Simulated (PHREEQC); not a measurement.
Model water analysis in mmol/kgw, 40 °C, pH 3.78, pe 9.8:

```json
[
 {"constituent": "Na", "mmol/kgw": "2.52"},
 {"constituent": "K", "mmol/kgw": "4.7"},
 {"constituent": "Ca", "mmol/kgw": "2.7"},
 {"constituent": "Mg", "mmol/kgw": "0.175"},
 {"constituent": "Cl", "mmol/kgw": "1.15"},
 {"constituent": "S(6)", "mmol/kgw": "6.07"},
 {"constituent": "Mn(2)", "mmol/kgw": "0.145"}
]
```

Na is adjusted to close the charge balance.
Valence states are taken as typed.

The numbers come from PHREEQC with the ion-association model, phreeqc.dat.

No solid was allowed to form.

Question: Estimate the ionic strength.

Answer: ionic strength 0.0187 mol/kgw.

Question: In which forms is Ca present?

Answer: Ca+2 75 %, CaSO4 25 % of the Ca.

Species that the database lacks are ignored. At this temperature some constants are extrapolated from 25 °C, and those without enthalpy data are left unchanged.
